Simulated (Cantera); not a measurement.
Input (Python, Cantera) and output of one run.

```python
import numpy as np
import cantera as ct

gas_names = """
    CL CL2 H HCL H2 Ti TiCL TiCL2 TiCL3 TiCL4
""".split()
cond_names = """
    Ti(a) Ti(b) Ti(L) TiCL2(s) TiCL3(s) TiCL4(L)
""".split()


# ... load() reads the species with a 1 bar reference pressure and builds the phases ...
atoms = {
    'TiCl4': {'Ti': 1, 'CL': 4},
    'H2': {'H': 2},
}
top_T = {'TiCL2(s)': 1300, 'TiCL3(s)': 1000}  # K; cautious upper limits of use, not melting points


# ... equilibrate(T, P, feed) seeds the gas with the atoms and calls Mixture.equilibrate('TP', solver="vcs", rtol=1e-11, max_steps=5000) ...
results = []
T = 1750  # K
P = 35000  # Pa
for m in [1.4, 6.3, 11, 16, 21, 26, 31, 36]:
    feed = {'TiCl4': 1, 'H2': m}  # mol
    mix = equilibrate(T, P, feed)
    results.append((T, P, feed, dict(zip(mix.species_names, mix.species_moles))))

top = {s: max(r[3][s] / sum(r[3][g] for g in gas_names) for r in results) for s in gas_names}
cols = sorted((s for s in top if top[s] > 0.001), key=lambda s: -top[s])[:6]
seen = [c for c in cond_names if any(r[3].get(c, 0) > 1e-12 for r in results)]
print("log10 of partial pressures in bar; condensed amounts in mol")
print(f"{'n(H2)':>10s}" + "".join(f"{s[:9]:>10s}" for s in cols + seen))
for T, P, feed, n in results:
    ng = sum(n[g] for g in gas_names)
    print(f"{feed['H2']:10.4g}" + "".join(f"{np.log10(max(n[s] / ng * P / 1e5, 1e-99)):10.3f}" for s in cols)
          + "".join(f"{n.get(c, 0):10.4g}" for c in seen))
```

It prints:

```
log10 of partial pressures in bar; condensed amounts in mol
     n(H2)        H2       HCL     TiCL3     TiCL4     TiCL2
       1.4    -0.914    -0.983    -1.001    -1.653    -2.675
       6.3    -0.585    -1.346    -1.404    -2.584    -2.550
        11    -0.534    -1.527    -1.617    -3.003    -2.557
        16    -0.512    -1.656    -1.775    -3.301    -2.575
        21    -0.499    -1.751    -1.897    -3.524    -2.596
        26    -0.492    -1.827    -1.997    -3.703    -2.617
        31    -0.486    -1.889    -2.082    -3.853    -2.636
        36    -0.483    -1.942    -2.156    -3.983    -2.655
```

Method: chemical equilibrium by Gibbs-energy minimisation in Cantera with the NASA 1993 tables (ideal gas, pure condensed phases). The tables' values for TiCl2 are old estimates; treat these amounts as uncertain.
